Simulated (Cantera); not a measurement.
Input (Python, Cantera) and output of one run.

```python
import numpy as np
import cantera as ct

gas_names = """
    AL ALCL ALCL2 ALCL3 ALH ALN ALO ALOCL ALOH ALO2 ALO2H AL2 AL2CL6 AL2O AL2O2 CL CLO CL2 H HALO HCL
    HNO HNO2 HNO3 HOCL HO2 H2 H2O H2O2 N NH NH2 NH3 NH2OH NO NO2 NO3 N2 N2H2 N2H4 N2O O OH O2 O3
""".split()
cond_names = """
    AL(cr) AL(L) ALCL3(s) ALCL3(L) ALN(s) AL2O3(a) AL2O3(L) H2O(s) H2O(L) NH4CL(a) NH4CL(b)
""".split()


def load(file, names, dense=False):
    # The tables refer to 1 bar. Condensed volumes are neglected.
    table = {s.name: s for s in ct.Species.list_from_file(file)}
    out = []
    for n in names:
        d = dict(table[n].input_data)
        d["thermo"] = dict(d["thermo"], **{"reference-pressure": 1e5})
        if dense:
            d["equation-of-state"] = {"model": "constant-volume", "density": "1e6 g/cm^3"}
        out.append(ct.Species.from_dict(d))
    return out


gas = ct.Solution(thermo="ideal-gas", species=load("nasa_gas.yaml", gas_names))
cond = {s.name: ct.Solution(thermo="fixed-stoichiometry", species=[s], name=s.name)
        for s in load("nasa_condensed.yaml", cond_names, dense=True)}
atoms = {
    'AlN': {'AL': 1, 'N': 1},
    'O2': {'O': 2},
    'H2': {'H': 2},
    'HCl': {'H': 1, 'CL': 1},
}
top_T = {'ALN(s)': 2750}  # K; cautious upper limits of use, not melting points


def equilibrate(T, P, feed):
    n = {}
    for name, mol in feed.items():
        for a, k in atoms[name].items():
            n[a] = n.get(a, 0.0) + k * mol
    gas.TPX = T, P, n
    mass = sum(n.values()) * gas.mean_molecular_weight
    gas.equilibrate("TP")
    valid = [c for c in cond.values() if c.min_temp <= T <= top_T.get(c.name, c.max_temp)]
    mix = ct.Mixture([(gas, mass / gas.mean_molecular_weight)] + [(c, 0.0) for c in valid])
    mix.T, mix.P = T, P
    mix.equilibrate("TP", solver="vcs", rtol=1e-11, max_steps=5000)
    return mix


results = []
feed = {'AlN': 1, 'O2': 0.25, 'H2': 0.6, 'HCl': 6.3}  # mol
P = 1.1  # Pa
for T in [1675, 1700, 1725, 1750, 1775, 1800, 1825, 1850, 1875, 1900, 1925, 1950, 1975]:
    mix = equilibrate(T, P, feed)
    results.append((T, P, feed, dict(zip(mix.species_names, mix.species_moles))))
    x = sorted(zip(gas.X, gas.species_names), reverse=True)
    print(f"T = {T:g} K  P = {P:g} Pa  gas = {mix.phase_moles(0):.4g} mol")
    print("   x: " + "  ".join(f"{s} {v:.3e}" for v, s in x if v > 0.001))
    print("   condensed (mol): " + ("  ".join(f"{mix.phase(i).name} {mix.phase_moles(i):.4g}"
          for i in range(1, mix.n_phases) if mix.phase_moles(i) > 1e-12) or "none"))
```

Result:

```
T = 1675 K  P = 1.1 Pa  gas = 7.909 mol
   x: HCL 6.491e-01  H2 1.428e-01  ALCL 7.226e-02  N2 6.322e-02  CL 4.694e-02  H 1.323e-02  ALCL2 8.111e-03  ALCL3 3.944e-03
   condensed (mol): AL2O3(a) 0.1658
T = 1700 K  P = 1.1 Pa  gas = 7.983 mol
   x: HCL 6.350e-01  H2 1.436e-01  ALCL 7.382e-02  N2 6.263e-02  CL 5.789e-02  H 1.683e-02  ALCL2 7.032e-03  ALCL3 2.697e-03
   condensed (mol): AL2O3(a) 0.1655
T = 1725 K  P = 1.1 Pa  gas = 8.066 mol
   x: HCL 6.180e-01  H2 1.450e-01  ALCL 7.486e-02  CL 7.038e-02  N2 6.199e-02  H 2.132e-02  ALCL2 6.031e-03  ALCL3 1.822e-03
   condensed (mol): AL2O3(a) 0.165
T = 1750 K  P = 1.1 Pa  gas = 8.159 mol
   x: HCL 5.980e-01  H2 1.468e-01  CL 8.441e-02  ALCL 7.545e-02  N2 6.128e-02  H 2.687e-02  ALCL2 5.125e-03  ALCL3 1.219e-03
   condensed (mol): AL2O3(a) 0.1645
T = 1775 K  P = 1.1 Pa  gas = 8.264 mol
   x: HCL 5.751e-01  H2 1.489e-01  CL 9.995e-02  ALCL 7.566e-02  N2 6.050e-02  H 3.367e-02  ALCL2 4.320e-03
   condensed (mol): AL2O3(a) 0.1638
T = 1800 K  P = 1.1 Pa  gas = 8.384 mol
   x: HCL 5.495e-01  H2 1.509e-01  CL 1.169e-01  ALCL 7.554e-02  N2 5.964e-02  H 4.193e-02  ALCL2 3.615e-03
   condensed (mol): AL2O3(a) 0.1629
T = 1825 K  P = 1.1 Pa  gas = 8.52 mol
   x: HCL 5.213e-01  H2 1.527e-01  CL 1.351e-01  ALCL 7.513e-02  N2 5.869e-02  H 5.188e-02  ALCL2 3.006e-03
   condensed (mol): AL2O3(a) 0.1617
T = 1850 K  P = 1.1 Pa  gas = 8.674 mol
   x: HCL 4.908e-01  CL 1.544e-01  H2 1.539e-01  ALCL 7.446e-02  H 6.372e-02  N2 5.764e-02  ALCL2 2.484e-03  H2O 1.141e-03  ALOCL 1.013e-03
   condensed (mol): AL2O3(a) 0.1603
T = 1875 K  P = 1.1 Pa  gas = 8.848 mol
   x: HCL 4.582e-01  CL 1.745e-01  H2 1.544e-01  H 7.766e-02  ALCL 7.358e-02  N2 5.651e-02  ALCL2 2.040e-03  H2O 1.452e-03  ALOCL 1.229e-03
   condensed (mol): AL2O3(a) 0.1585
T = 1900 K  P = 1.1 Pa  gas = 9.044 mol
   x: HCL 4.239e-01  CL 1.951e-01  H2 1.539e-01  H 9.386e-02  ALCL 7.250e-02  N2 5.528e-02  H2O 1.819e-03  ALCL2 1.667e-03  ALOCL 1.475e-03
   condensed (mol): AL2O3(a) 0.1562
T = 1925 K  P = 1.1 Pa  gas = 9.263 mol
   x: HCL 3.884e-01  CL 2.159e-01  H2 1.521e-01  H 1.124e-01  ALCL 7.126e-02  N2 5.398e-02  H2O 2.239e-03  ALOCL 1.750e-03  ALCL2 1.355e-03
   condensed (mol): AL2O3(a) 0.1535
T = 1950 K  P = 1.1 Pa  gas = 9.507 mol
   x: HCL 3.521e-01  CL 2.364e-01  H2 1.489e-01  H 1.334e-01  ALCL 6.988e-02  N2 5.259e-02  H2O 2.704e-03  ALOCL 2.056e-03  ALCL2 1.095e-03
   condensed (mol): AL2O3(a) 0.1502
T = 1975 K  P = 1.1 Pa  gas = 9.775 mol
   x: HCL 3.156e-01  CL 2.563e-01  H 1.566e-01  H2 1.441e-01  ALCL 6.838e-02  N2 5.115e-02  H2O 3.199e-03  ALOCL 2.389e-03
   condensed (mol): AL2O3(a) 0.1461
```

These are equilibrium values from Cantera (NASA tables, ideal gas, pure condensed phases), not measurements of a reactor. The tables' values for AlCl2, AlOH are old estimates; treat these amounts as uncertain.
